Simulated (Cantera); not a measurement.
A closed system holds: 1 mol Cu, 5.1 mol HF, 41 mol H2, equilibrated at 1225 °C and 7.50 Torr.

These are equilibrium values from Cantera (NASA tables, ideal gas, pure condensed phases), not measurements of a reactor. Candidate condensed phases: Cu, CuF2; 15 gas species. Kinetics and transport are ignored.

Base state: H2 0.889, HF 0.111, Cu 0.000797, H 0.000162, CuF 1.46e-5 (mole fractions); condensed: Cu(l).

Problem. What changes in the equilibrium state with this change: pressure from 7.50 Torr to 0.383 Torr?

Solution. 
```
species       before     after
----------  --------  --------
H2             0.889     0.875
HF             0.111     0.109
Cu          0.000797    0.0156
H           0.000162  0.000713
CuF          1.46e-5   6.40e-5
Cu(l), mol     0.963     0.264
```
